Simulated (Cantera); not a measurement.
**Gas-phase reforming**

A perfectly stirred reactor is fed with 64.9 % CH₄, 19.5 % H₂O, 15.6 % H₂, at 0.940 bar; it is held at 1875 K, and followed from long to short residence time.

Detailed kinetics in Cantera: GRI-Mech 3.0 (53 species, 325 reactions). GRI-Mech 3.0 stops at C3 and has no aromatics, soot or wall deposition, so with more carbon than oxygen in the feed, carbon stays in small species such as C2H2 where larger ones or solid carbon would form.

| τ (s) | x CH₄ | x H₂O | x H₂ | x C₂H₆ | x H | x CO₂ | x CH₃ |
|---|---|---|---|---|---|---|---|
| 0.58 | 0.0177 | 0.0148 | 0.747 | 3.12e-6 | 0.000581 | 0.000446 | 0.000275 |
| 0.25 | 0.0251 | 0.0283 | 0.731 | 6.04e-6 | 0.000570 | 0.000757 | 0.000391 |
| 0.11 | 0.0360 | 0.0476 | 0.709 | 1.22e-5 | 0.000553 | 0.00103 | 0.000561 |
| 0.050 | 0.0514 | 0.0699 | 0.682 | 2.47e-5 | 0.000531 | 0.00111 | 0.000797 |
| 0.022 | 0.0750 | 0.0931 | 0.647 | 5.21e-5 | 0.000501 | 0.000906 | 0.00115 |
| 0.0097 | 0.110 | 0.113 | 0.607 | 0.000110 | 0.000464 | 0.000565 | 0.00166 |
| 0.0043 | 0.160 | 0.128 | 0.559 | 0.000227 | 0.000420 | 0.000272 | 0.00236 |
x: mole fraction; the columns are a selection and need not sum to one.
